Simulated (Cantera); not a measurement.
A closed system holds: 1 mol CS2, 1.9 mol H2, 4.9 mol N2, at 675 °C and 0.330 bar.

Method: chemical equilibrium by Gibbs-energy minimisation in Cantera with the NASA 1993 tables (ideal gas, pure condensed phases). Candidate condensed phases: C, C6H6, C7H8, C8H18, S; 100 gas species. Gases not in the tables: S3 to S7. Rates play no part.

Base state: N2 0.703, H2S 0.239, H2 0.0334, CS2 0.0214, S2 0.00258, CH4 6.31e-5 (mole fractions); condensed: C(graphite).

What changes in the equilibrium state with this change: temperature from 675 °C to 850 °C?


```
species            before    after
----------------  -------  -------
N2                  0.703    0.683
H2S                 0.239    0.175
H2                 0.0334   0.0899
CS2                0.0214   0.0453
SH                4.66e-6  5.36e-5
S2                0.00258  0.00666
CH4               6.31e-5  7.83e-5
C(graphite), mol    0.851    0.674
```

What changes in the equilibrium state with this change: H2 from 1.9 to 0.64 mol?


| species | before | after |
|---|---|---|
| N2 | 0.703 | 0.785 |
| CS2 | 0.0214 | 0.100 |
| H2S | 0.239 | 0.0963 |
| H2 | 0.0334 | 0.00622 |
| S2 | 0.00258 | 0.0121 |
| CH4 | 6.31e-5 | 2.19e-6 |
| C(graphite), mol | 0.851 | 0.376 |
